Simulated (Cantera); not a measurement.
Input (Python, Cantera) and output of one run.

```python
import numpy as np
import cantera as ct

gas_names = """
    CL CL2 H HCL H2 Si SiCL SiCL2 SiCL3 SiCL4 SiH SiHCL3 SiH2 SiH2CL2 SiH3 SiH3CL SiH4 Si2 Si3
""".split()
cond_names = """
    Si(cr) Si(L)
""".split()


# ... load() reads the species with a 1 bar reference pressure and builds the phases ...
atoms = {
    'SiCl4': {'Si': 1, 'CL': 4},
    'HCl': {'H': 1, 'CL': 1},
    'H2': {'H': 2},
}
top_T = {}  # K; cautious upper limits of use, not melting points


# ... equilibrate(T, P, feed) seeds the gas with the atoms and calls Mixture.equilibrate('TP', solver="vcs", rtol=1e-11, max_steps=5000) ...
results = []
feed = {'SiCl4': 1, 'HCl': 0.82, 'H2': 0.34}  # mol
P = 230000  # Pa
for T in [1148, 1198, 1248, 1298, 1348, 1398, 1448]:
    mix = equilibrate(T, P, feed)
    results.append((T, P, feed, dict(zip(mix.species_names, mix.species_moles))))
    x = sorted(zip(gas.X, gas.species_names), reverse=True)
    print(f"T = {T:g} K  P = {P:g} Pa  gas = {mix.phase_moles(0):.4g} mol")
    print("   x: " + "  ".join(f"{s} {v:.3e}" for v, s in x if v > 1e-06))
    print("   condensed (mol): " + ("  ".join(f"{mix.phase(i).name} {mix.phase_moles(i):.4g}"
          for i in range(1, mix.n_phases) if mix.phase_moles(i) > 1e-12) or "none"))
```

Result:

```
T = 1148 K  P = 230000 Pa  gas = 2.161 mol
   x: SiCL4 4.586e-01  HCL 3.838e-01  H2 1.534e-01  SiHCL3 3.677e-03  SiCL3 5.628e-04  SiCL2 7.627e-06  SiH2CL2 3.693e-06
   condensed (mol): none
T = 1198 K  P = 230000 Pa  gas = 2.161 mol
   x: SiCL4 4.566e-01  HCL 3.855e-01  H2 1.518e-01  SiHCL3 4.838e-03  SiCL3 1.185e-03  SiCL2 2.719e-05  SiH2CL2 6.701e-06
   condensed (mol): none
T = 1248 K  P = 230000 Pa  gas = 2.163 mol
   x: SiCL4 4.538e-01  HCL 3.879e-01  H2 1.498e-01  SiHCL3 6.171e-03  SiCL3 2.331e-03  SiCL2 8.636e-05  SiH2CL2 1.140e-05
   condensed (mol): none
T = 1298 K  P = 230000 Pa  gas = 2.165 mol
   x: SiCL4 4.497e-01  HCL 3.912e-01  H2 1.470e-01  SiHCL3 7.625e-03  SiCL3 4.306e-03  SiCL2 2.465e-04  SiH2CL2 1.821e-05
   condensed (mol): none
T = 1348 K  P = 230000 Pa  gas = 2.17 mol
   x: SiCL4 4.437e-01  HCL 3.959e-01  H2 1.432e-01  SiHCL3 9.108e-03  SiCL3 7.491e-03  SiCL2 6.352e-04  SiH2CL2 2.723e-05  CL 1.330e-06
   condensed (mol): none
T = 1398 K  P = 230000 Pa  gas = 2.177 mol
   x: SiCL4 4.352e-01  HCL 4.025e-01  H2 1.380e-01  SiCL3 1.228e-02  SiHCL3 1.048e-02  SiCL2 1.481e-03  SiH2CL2 3.789e-05  CL 2.785e-06  H 1.159e-06
   condensed (mol): none
T = 1448 K  P = 230000 Pa  gas = 2.188 mol
   x: SiCL4 4.234e-01  HCL 4.117e-01  H2 1.312e-01  SiCL3 1.897e-02  SiHCL3 1.154e-02  SiCL2 3.122e-03  SiH2CL2 4.865e-05  CL 5.629e-06  H 2.201e-06
   condensed (mol): none
```

Cantera equilibrium calculation (NASA polynomials, part measured and part estimated; ideal gas, pure solids and liquids). The tables' values for SiCl3 are old estimates; treat these amounts as uncertain.
